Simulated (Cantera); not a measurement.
A perfectly stirred reactor is fed with N2O : H2O = 1 : 0.019 (molar parts), at 38000 Pa; it is held at 1575 K, and followed from long to short residence time.

Cantera simulation using GRI-Mech 3.0 (53 species, 325 reactions); the numbers are that mechanism's predictions, not measurements. GRI-Mech 3.0 was tuned for natural gas; its chemistry of N2O as a main component is partial and can be far from experiment. The temperature is held fixed by assumption; the heat of reaction is taken as removed at once.

**Question.** What does this change do: temperature 1575 to 1250 K?

**Answer.** 
```
quantity                 before     after
---------------------  --------  --------
x(N2O) at τ = 15.0 s    0.00140    0.0847
x(H2O) at τ = 15.0 s     0.0125    0.0130
x(H) at τ = 15.0 s      8.45e-8   3.03e-9
x(NO2) at τ = 15.0 s   0.000122  0.000258
x(H2) at τ = 15.0 s     3.67e-7   2.57e-8
x(N2O) at τ = 81.0 ms     0.143     0.913
x(H2O) at τ = 81.0 ms    0.0133    0.0182
x(H) at τ = 81.0 ms     7.06e-7   3.99e-9
x(NO2) at τ = 81.0 ms  0.000398  0.000389
x(H2) at τ = 81.0 ms    1.44e-6   3.98e-8
```
The mechanism lacks the step 2 NO + O2 → 2 NO2, which can matter for NO2 below about 1400 K.
